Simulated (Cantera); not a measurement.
Input (Python, Cantera):

```python
import numpy as np
import cantera as ct

gas = ct.Solution("h2o2.yaml")
gas.TPX = 1450, 2666, {'H2': 0.41, 'O2': 1, 'N2': 3.3}
inlet = ct.Reservoir(gas, clone=True)

reactor = ct.IdealGasConstPressureReactor(gas, energy="off", clone=False)
exhaust = ct.Reservoir(gas, clone=True)
tau = [0.91, 0.43, 0.21, 0.098, 0.047, 0.022, 0.011, 0.005, 0.0024][0]
for a, b in ((inlet, reactor), (reactor, exhaust)):
    ct.MassFlowController(a, b, mdot=lambda t: reactor.mass / tau)
net = ct.ReactorNet([reactor])
show = ['H2', 'O2', 'H2O', 'H', 'O']

rows = []
print(f"{'tau/s':>10s}{'T/K':>9s}" + "".join(f"{s:>11s}" for s in show))
for tau in [0.91, 0.43, 0.21, 0.098, 0.047, 0.022, 0.011, 0.005, 0.0024]:
    net.initial_time = 0.0
    net.advance(30 * tau)
    before = gas.X
    net.advance(40 * tau)
    drift = np.max(np.abs(gas.X - before) / (gas.X + 1e-9))
    rows.append([gas.T, *gas[show].X, drift])
    print(f"{tau:10.3e}{gas.T:9.1f}" + "".join(f"{x:11.3e}" for x in gas[show].X))
```

Result:

```
     tau/s      T/K         H2         O2        H2O          H          O
 9.100e-01   1450.0  6.733e-04  1.745e-01  8.843e-02  7.615e-04  2.666e-03
 4.300e-01   1450.0  1.075e-03  1.736e-01  8.714e-02  1.557e-03  4.298e-03
 2.100e-01   1450.0  1.643e-03  1.724e-01  8.523e-02  2.999e-03  6.663e-03
 9.800e-02   1450.0  2.482e-03  1.707e-01  8.218e-02  5.720e-03  1.028e-02
 4.700e-02   1450.0  3.489e-03  1.687e-01  7.814e-02  9.837e-03  1.484e-02
 2.200e-02   1450.0  4.597e-03  1.665e-01  7.326e-02  1.528e-02  2.004e-02
 1.100e-02   1450.0  5.553e-03  1.649e-01  6.899e-02  2.022e-02  2.421e-02
 5.000e-03   1450.0  6.651e-03  1.639e-01  6.506e-02  2.450e-02  2.728e-02
 2.400e-03   1450.0  8.038e-03  1.641e-01  6.204e-02  2.690e-02  2.822e-02
```

Computed with Cantera and the H2/O2 subset of GRI-Mech 3.0, which has no nitrogen chemistry. Radical loss at walls, strong at low pressure, is not modelled. The temperature is held fixed by assumption; the heat of reaction is taken as removed at once.
